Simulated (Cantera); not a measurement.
Input (Python, Cantera) and output of one run.

```python
import numpy as np
import cantera as ct

gas_names = """
    H HO2 H2 H2O H2O2 O OH O2 O3 Si SiH SiH2 SiH3 SiH4 SiO SiO2 Si2 Si3
""".split()
cond_names = """
    H2O(s) H2O(L) Si(cr) Si(L) SiO2(Lqz) SiO2(hqz) SiO2(L)
""".split()


def load(file, names, dense=False):
    # The tables refer to 1 bar. Condensed volumes are neglected.
    table = {s.name: s for s in ct.Species.list_from_file(file)}
    out = []
    for n in names:
        d = dict(table[n].input_data)
        d["thermo"] = dict(d["thermo"], **{"reference-pressure": 1e5})
        if dense:
            d["equation-of-state"] = {"model": "constant-volume", "density": "1e6 g/cm^3"}
        out.append(ct.Species.from_dict(d))
    return out


gas = ct.Solution(thermo="ideal-gas", species=load("nasa_gas.yaml", gas_names))
cond = {s.name: ct.Solution(thermo="fixed-stoichiometry", species=[s], name=s.name)
        for s in load("nasa_condensed.yaml", cond_names, dense=True)}
atoms = {
    'SiH4': {'Si': 1, 'H': 4},
    'O2': {'O': 2},
}
top_T = {}  # K; cautious upper limits of use, not melting points


def equilibrate(T, P, feed):
    n = {}
    for name, mol in feed.items():
        for a, k in atoms[name].items():
            n[a] = n.get(a, 0.0) + k * mol
    gas.TPX = T, P, n
    mass = sum(n.values()) * gas.mean_molecular_weight
    gas.equilibrate("TP")
    valid = [c for c in cond.values() if c.min_temp <= T <= top_T.get(c.name, c.max_temp)]
    mix = ct.Mixture([(gas, mass / gas.mean_molecular_weight)] + [(c, 0.0) for c in valid])
    mix.T, mix.P = T, P
    mix.equilibrate("TP", solver="vcs", rtol=1e-11, max_steps=5000)
    return mix


results = []
feed = {'SiH4': 1, 'O2': 4.5}  # mol
P = 1000  # Pa
for T in [1475, 1525, 1575, 1625, 1675, 1725, 1775, 1825, 1875]:
    mix = equilibrate(T, P, feed)
    results.append((T, P, feed, dict(zip(mix.species_names, mix.species_moles))))

top = {s: max(r[3][s] / sum(r[3][g] for g in gas_names) for r in results) for s in gas_names}
cols = sorted((s for s in top if top[s] > 0.0001), key=lambda s: -top[s])[:7]
seen = [c for c in cond_names if any(r[3].get(c, 0) > 1e-12 for r in results)]
print("log10 of partial pressures in bar; condensed amounts in mol")
print(f"{'T/K':>10s}" + "".join(f"{s[:9]:>10s}" for s in cols + seen))
for T, P, feed, n in results:
    ng = sum(n[g] for g in gas_names)
    print(f"{T:10.4g}" + "".join(f"{np.log10(max(n[s] / ng * P / 1e5, 1e-99)):10.3f}" for s in cols)
          + "".join(f"{n.get(c, 0):10.4g}" for c in seen))
```

It prints:

```
log10 of partial pressures in bar; condensed amounts in mol
       T/K        O2       H2O        OH         O        H2         H SiO2(hqz)   SiO2(L)
      1475    -2.255    -2.353    -5.273    -6.670    -7.096    -8.435         1         0
      1525    -2.256    -2.353    -5.084    -6.375    -6.805    -8.029         1         0
      1575    -2.256    -2.353    -4.908    -6.098    -6.533    -7.648         1         0
      1625    -2.256    -2.353    -4.742    -5.839    -6.278    -7.290         1         0
      1675    -2.256    -2.354    -4.586    -5.595    -6.038    -6.954         1         0
      1725    -2.257    -2.355    -4.439    -5.365    -5.812    -6.637         0         1
      1775    -2.257    -2.356    -4.301    -5.148    -5.598    -6.338         0         1
      1825    -2.258    -2.357    -4.170    -4.942    -5.397    -6.055         0         1
      1875    -2.259    -2.359    -4.047    -4.748    -5.207    -5.787         0         1
```

Method: chemical equilibrium by Gibbs-energy minimisation in Cantera with the NASA 1993 tables (ideal gas, pure condensed phases). The tables hold silica as quartz up to 1696 K and as liquid above; real silica turns to tridymite and cristobalite and melts near 1996 K.
